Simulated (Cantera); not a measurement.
Thermodynamics of abatement and gas-phase synthesis, feed NH₃ + H₂ + O₂

Feed: 1 mol NH₃, 0.094 mol H₂, a varied amount of O₂, held at 1900 K and 13.0 Pa.

Method: chemical equilibrium by Gibbs-energy minimisation in Cantera with the NASA 1993 tables (ideal gas, pure condensed phases). Candidate condensed phases: H₂O; 24 gas species. Equilibrium is a limit: real reactors are often held back by kinetics, nucleation or transport.

| n(O₂) (mol) | x H₂O | x H₂ | x O₂ | x N₂ | x H | x OH | x O | x NO |
|---|---|---|---|---|---|---|---|---|
| 0.19 | 0.175 | 0.540 | 1.37e-5 | 0.232 | 0.0511 | 0.00136 | 9.70e-5 | 2.52e-5 |
| 0.29 | 0.268 | 0.450 | 4.61e-5 | 0.233 | 0.0467 | 0.00228 | 0.000178 | 4.62e-5 |
| 0.45 | 0.415 | 0.308 | 0.000237 | 0.233 | 0.0386 | 0.00428 | 0.000403 | 0.000105 |
| 0.7 | 0.628 | 0.0983 | 0.00533 | 0.233 | 0.0218 | 0.0115 | 0.00191 | 0.000496 |
| 1.1 | 0.609 | 0.0198 | 0.123 | 0.202 | 0.00980 | 0.0247 | 0.00919 | 0.00222 |
| 1.7 | 0.491 | 0.0105 | 0.286 | 0.161 | 0.00713 | 0.0274 | 0.0140 | 0.00302 |
| 2.7 | 0.367 | 0.00624 | 0.453 | 0.121 | 0.00550 | 0.0266 | 0.0176 | 0.00329 |
x: gas mole fraction; nothing condenses.

From 0.19 mol O₂ to 2.7 mol O₂ nothing is condensed.
